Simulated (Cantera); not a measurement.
Standard-state values (1 bar) from the NASA 1993 polynomials, evaluated with Cantera. Values are per mole of reaction as written; species without (g) are pure solids or liquids, kept so even where they would boil at 1 bar.

S2(g) + C2H6(g) ⇌ 2 H2S(g) + C2H2(g)

```
T (K)  ΔH° (kJ)  ΔS° (J/K)  ΔG° (kJ)  log10 K
-----  --------  ---------  --------  -------
1848      146.5      169.1    -166.1     4.69
1948          ?          ?         ?        ?
2048      144.9      168.3    -199.8     5.10
2148      144.1      167.9    -216.6     5.27
2248          ?          ?         ?        ?
2348          ?          ?         ?        ?
2448      141.4      166.8    -266.8     5.69
```

Task: Fill in the missing entries.

Result: 
- 1948, ΔH° (kJ): 145.7
- 1948, ΔS° (J/K): 168.7
- 1948, ΔG° (kJ): -183.0
- 1948, log10 K: 4.91
- 2248, ΔH° (kJ): 143.2
- 2248, ΔS° (J/K): 167.5
- 2248, ΔG° (kJ): -233.4
- 2248, log10 K: 5.42
- 2348, ΔH° (kJ): 142.3
- 2348, ΔS° (J/K): 167.1
- 2348, ΔG° (kJ): -250.1
- 2348, log10 K: 5.56
